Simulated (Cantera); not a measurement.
Equilibrium for hydrogen reduction and annealing atmospheres: Cr2O3 + H2

Input: 1 mol Cr2O3, a varied amount of H2, held at 0.100 bar.

Method: chemical equilibrium by Gibbs-energy minimisation in Cantera with the NASA 1993 tables (ideal gas, pure condensed phases). Candidate condensed phases: Cr, Cr2O3, H2O; 13 gas species. Mutual solubility and eutectic melting of coexisting phases are not modelled. Kinetics and transport are ignored.

Stable condensed phases:

```
T in °C \ n(H2) in mol
          16  21  30  41  56  78 110 150 200 280 390 530 730
    925    A   A   A   A   A   A   A   A   A   A   A   A   A
    875    A   A   A   A   A   A   A   A   A   A   A   A   A
    825    A   A   A   A   A   A   A   A   A   A   A   A   A
    775    B   A   A   A   A   A   A   A   A   A   A   A   A
    725    B   B   B   A   A   A   A   A   A   A   A   A   A
    675    B   B   B   B   B   B   A   A   A   A   A   A   A
    625    B   B   B   B   B   B   B   B   B   A   A   A   A
    575    B   B   B   B   B   B   B   B   B   B   B   B   A
    525    B   B   B   B   B   B   B   B   B   B   B   B   B
```

A: Cr + Cr2O3; B: Cr2O3.
